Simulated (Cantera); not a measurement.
Premixed flame

A freely propagating, adiabatic, planar premixed flame of 7.67 % CH4, 17.6 % O2, 66.3 % N2, 8.44 % CO2, equivalence ratio 0.87, unburnt at 523 K and 750 Torr; multicomponent transport, grid criteria slope 0.08 and curve 0.16, no radiation.

Model: GRI-Mech 3.0 (53 species, 325 reactions), integrated in Cantera. Burning velocities carry a grid error of a few per cent, more on coarse grids.

```
z (mm)  T (K)  u (m/s)     x CH4    x O2   x CO2    x C2H4    x C2H    x HCO
------  -----  -------  --------  ------  ------  --------  -------  -------
-1.63     523    0.522    0.0766   0.176  0.0843   2.52e-8    <1e-8    <1e-8
-1.09     526    0.526    0.0763   0.176  0.0842   4.28e-7    <1e-8    <1e-8
-0.817    537    0.537    0.0755   0.175  0.0841   2.22e-6    <1e-8    <1e-8
-0.545    597    0.599    0.0714   0.170  0.0842   1.81e-5    <1e-8    <1e-8
-0.272    927    0.940    0.0502   0.140  0.0880  0.000169    <1e-8  1.55e-7
-0.136   1274     1.30    0.0272   0.105  0.0953  0.000332    <1e-8  4.44e-6
0        1613     1.65   0.00548  0.0641   0.108  0.000157  2.79e-8  2.35e-5
0.136    1744     1.78  0.000241  0.0438   0.121   3.55e-6    <1e-8  4.38e-6
0.272    1793     1.83   5.50e-6  0.0379   0.130   2.40e-8    <1e-8  1.58e-7
0.545    1854     1.88     <1e-8  0.0341   0.138     <1e-8    <1e-8  1.67e-8
1.09     1922     1.94     <1e-8  0.0310   0.143     <1e-8    <1e-8    <1e-8
2.18     1984     1.99     <1e-8  0.0281   0.149     <1e-8    <1e-8    <1e-8
4.36     2028     2.03     <1e-8  0.0260   0.153     <1e-8    <1e-8    <1e-8
```
x: mole fraction of selected species; z is measured from the peak of heat release.

```yaml
laminar_burning_velocity: 52.1 cm/s
thermal_thickness: 0.545 mm
peak x(C2H4): 0.000344
peak x(C2H): 3.46e-8
peak x(HCO): 2.36e-5
grid_points: 128
```
